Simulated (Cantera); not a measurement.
Charge: 1 mol SiO2, 38 mol HF, 5.4 mol N2, held at 0.000120 bar.

Equilibrium computed with Cantera from the NASA thermochemical tables; the gas is ideal and each condensed phase is pure. Candidate condensed phases: H2O, Si, SiO2, Si2N2O, Si3N4; 58 gas species. The tables hold silica as quartz up to 1696 K and as liquid above; real silica turns to tridymite and cristobalite and melts near 1996 K. Equilibrium is a limit: real reactors are often held back by kinetics, nucleation or transport.

x: gas mole fraction; n: condensed amount in mol.

```tsv
T (K)	x HF	x N2	x H2O	x SiF4	x H2	n SiO2(β-quartz)
975	0.802	0.127	0.0472	0.0236	4.00e-7	0
1025	0.802	0.127	0.0472	0.0236	1.08e-6	0
1075	0.802	0.127	0.0472	0.0236	…	0
1125	0.802	0.127	0.0472	0.0236	6.11e-6	0
1175	0.812	0.127	0.0409	0.0204	1.19e-5	0.130
1225	0.820	0.127	…	…	…	…
1275	0.827	0.126	0.0313	0.0157	3.78e-5	0.331
```

Question: Some entries are withheld; supply them.

Answer: 
- 1225, x H2O: 0.0356
- 1225, x SiF4: 0.0178
- 1225, x H2: 2.17e-5
- 1225, n SiO2(β-quartz): 0.241
- 1075, x H2: 2.68e-6
